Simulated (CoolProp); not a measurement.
Values from CoolProp's reference Helmholtz-energy equation of state, Guder 2009.

Question: For sulfur hexafluoride, give the phase and the speed of sound (m/s), conductivity (mW/(m K)), fugacity coefficient at 52.85 °C and 51.7 bar; 137.75 °C and 51.7 bar.

Answer: 
- 52.85 °C and 51.7 bar: supercritical; speed of sound 129, conductivity 45.7, fugacity coefficient 0.567
- 137.75 °C and 51.7 bar: supercritical; speed of sound 137, conductivity 26.6, fugacity coefficient 0.825

Thermal conductivity comes from a separate model (Assael 2012).
